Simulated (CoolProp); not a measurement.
Acetone along the isobar 1.01 bar: density (kg/m³) from the reference equation and from simpler models built on Tc = 235.0 °C, pc = 46.92 bar, ω = 0.307; each cubic takes its own stable root.

Model: reference Helmholtz-energy equation of state, Lemmon 2006, in CoolProp. It is a short technical equation, of lower accuracy than the large ones.

| T (°C) | phase | reference | van der Waals | Soave-Redlich-Kwong |
|---|---|---|---|---|
| -29.55 | liquid | 843.8 | 427.7 | ? |
| -8.75 | liquid | ? | 2.749 | 638.1 |
| 12.15 | liquid | ? | 2.535 | 623.2 |
| 32.95 | liquid | 775.8 | 2.354 | 606.8 |
| 53.85 | liquid | ? | 2.197 | 588.6 |
| 74.65 | gas | 2.112 | ? | 2.079 |
| 95.55 | gas | 1.973 | 1.940 | 1.954 |
| 116.35 | gas | 1.855 | 1.833 | 1.843 |
| 137.25 | gas | 1.752 | 1.738 | 1.745 |
| 158.05 | gas | 1.662 | 1.652 | 1.657 |
| 178.95 | gas | 1.581 | 1.574 | 1.578 |
| 199.75 | gas | 1.509 | 1.503 | 1.506 |

Q: What belongs in the gaps?

A: 
- -29.55, Soave-Redlich-Kwong: 651.7
- -8.75, reference: 821.6
- 12.15, reference: 798.9
- 53.85, reference: 751.6
- 74.65, van der Waals: 2.061

At some of these states van der Waals gives the other phase, because its saturation line lies elsewhere.
